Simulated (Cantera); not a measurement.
Hydrocarbon pyrolysis for carbon deposition

An isothermal, constant-pressure homogeneous reactor starts with 0.642 % C2H6, 96.3 % N2, 3.02 % H2O, at 1850 K and 610 Pa.

Model: GRI-Mech 3.0 (53 species, 325 reactions), integrated in Cantera. Radical loss at walls, strong at low pressure, is not modelled.

```json
[
 {"t (s)": "5.00e-5", "x C2H6": "0.00585", "x C2H2": "3.84e-10", "x CH3": "0.00113", "x H": "2.10e-6", "x CH4": "2.19e-6", "x H2": "2.53e-7", "x C2H": "<1e-12"},
 {"t (s)": "0.000129", "x C2H6": "0.00504", "x C2H2": "1.35e-8", "x CH3": "0.00268", "x H": "1.88e-5", "x CH4": "1.39e-5", "x H2": "4.34e-6", "x C2H": "<1e-12"},
 {"t (s)": "0.000335", "x C2H6": "0.00336", "x C2H2": "1.15e-6", "x CH3": "0.00547", "x H": "0.000204", "x CH4": "8.04e-5", "x H2": "0.000103", "x C2H": "1.52e-10"},
 {"t (s)": "0.000865", "x C2H6": "0.000879", "x C2H2": "0.000167", "x CH3": "0.00701", "x H": "0.000996", "x CH4": "0.000352", "x H2": "0.00145", "x C2H": "1.78e-7"},
 {"t (s)": "0.00224", "x C2H6": "1.51e-5", "x C2H2": "0.00201", "x CH3": "0.00308", "x H": "0.00125", "x CH4": "0.000777", "x H2": "0.00653", "x C2H": "2.46e-6"},
 {"t (s)": "0.00579", "x C2H6": "3.56e-7", "x C2H2": "0.00417", "x CH3": "0.000859", "x H": "0.000745", "x CH4": "0.000770", "x H2": "0.0110", "x C2H": "2.69e-6"},
 {"t (s)": "0.0150", "x C2H6": "6.52e-8", "x C2H2": "0.00501", "x CH3": "0.000359", "x H": "0.000435", "x CH4": "0.000607", "x H2": "0.0130", "x C2H": "1.73e-6"},
 {"t (s)": "0.0387", "x C2H6": "1.96e-8", "x C2H2": "0.00516", "x CH3": "0.000191", "x H": "0.000280", "x CH4": "0.000496", "x H2": "0.0139", "x C2H": "1.10e-6"},
 {"t (s)": "0.100", "x C2H6": "7.90e-9", "x C2H2": "0.00512", "x CH3": "0.000119", "x H": "0.000206", "x CH4": "0.000425", "x H2": "0.0146", "x C2H": "7.68e-7"},
 {"t (s)": "0.259", "x C2H6": "4.64e-9", "x C2H2": "0.00496", "x CH3": "9.01e-5", "x H": "0.000186", "x CH4": "0.000373", "x H2": "0.0154", "x C2H": "6.36e-7"},
 {"t (s)": "0.670", "x C2H6": "3.55e-9", "x C2H2": "0.00456", "x CH3": "7.85e-5", "x H": "0.000197", "x CH4": "0.000334", "x H2": "0.0169", "x C2H": "5.65e-7"},
 {"t (s)": "1.73", "x C2H6": "2.65e-9", "x C2H2": "0.00367", "x CH3": "6.73e-5", "x H": "0.000220", "x CH4": "0.000304", "x H2": "0.0201", "x C2H": "4.30e-7"},
 {"t (s)": "4.48", "x C2H6": "1.45e-9", "x C2H2": "0.00221", "x CH3": "4.91e-5", "x H": "0.000253", "x CH4": "0.000240", "x H2": "0.0249", "x C2H": "2.40e-7"},
 {"t (s)": "11.6", "x C2H6": "2.92e-10", "x C2H2": "0.000618", "x CH3": "2.18e-5", "x H": "0.000287", "x CH4": "0.000113", "x H2": "0.0301", "x C2H": "6.35e-8"},
 {"t (s)": "30.0", "x C2H6": "<1e-12", "x C2H2": "1.84e-5", "x CH3": "1.23e-6", "x H": "0.000284", "x CH4": "6.96e-6", "x H2": "0.0323", "x C2H": "1.73e-9"}
]
```
x: mole fraction; the columns are a selection and need not sum to one.

Equilibrium at this temperature and pressure: C2H6 <1e-12, C2H2 <1e-12, CH3 <1e-12, H 0.00124, CH4 <1e-12, H2 0.0320, C2H <1e-12 (gas phase only).
